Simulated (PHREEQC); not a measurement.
Model water analysis in mmol/kgw, 20 °C, pH 2.62, pe 9.8:

```json
[
 {"constituent": "Na", "mmol/kgw": "2.43"},
 {"constituent": "K", "mmol/kgw": "0.343"},
 {"constituent": "Ca", "mmol/kgw": "0.158"},
 {"constituent": "Mg", "mmol/kgw": "3.84"},
 {"constituent": "Cl", "mmol/kgw": "2.1"},
 {"constituent": "S(6)", "mmol/kgw": "4.2"},
 {"constituent": "Zn", "mmol/kgw": "0.041"},
 {"constituent": "Cu(2)", "mmol/kgw": "0.000975"},
 {"constituent": "Sr", "mmol/kgw": "0.00412"}
]
```

Valence states are taken as typed.

All values are PHREEQC results (ion-association model, wateq4f.dat), not measurements.

**Question.** The ionic strength comes out as 0.0165 mol/kgw. What activity coefficients do SO4-2, Zn+2, Ca+2, Mg+2, H+ get?

**Answer.** SO4-2 0.61, Zn+2 0.62, Ca+2 0.61, Mg+2 0.62, H+ 0.90.

No solid was allowed to form. Species that the database lacks are ignored.
